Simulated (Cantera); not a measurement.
Feed: 1 mol SiH4, 8.8 mol N2, 2.4 mol H2, held at 1773 K and 59.0 Pa.

These are equilibrium values from Cantera (NASA tables, ideal gas, pure condensed phases), not measurements of a reactor. Candidate condensed phases: Si, Si3N4; 18 gas species. The tables' values for SiN are old estimates; treat these amounts as uncertain. The numbers say what is thermodynamically allowed, not how fast it happens.

Base state: N2 0.662, H2 0.328, H 0.00670, Si 0.00361, SiH 6.20e-5, Si2N 5.68e-5, SiN 3.43e-5, Si2 2.01e-5 (mole fractions); condensed: Si(l).

Q: What changes in the equilibrium state with this change: temperature from 1773 K to 1350 K?

A: 
| species | before | after |
|---|---|---|
| N2 | 0.662 | 0.649 |
| H2 | 0.328 | 0.351 |
| H | 0.00670 | 5.81e-5 |
| Si | 0.00361 | 9.38e-9 |
| SiH | 6.20e-5 | <1e-9 |
| Si2N | 5.68e-5 | <1e-9 |
| SiN | 3.43e-5 | <1e-9 |
| Si2 | 2.01e-5 | <1e-9 |
| Si(l), mol | 0.948 | 0 |
| Si3N4(s), mol | 0 | 0.333 |
N2 is the only nitrogen source here; it is nearly inert below about 1500 K, so the nitride shown seldom forms there in practice.
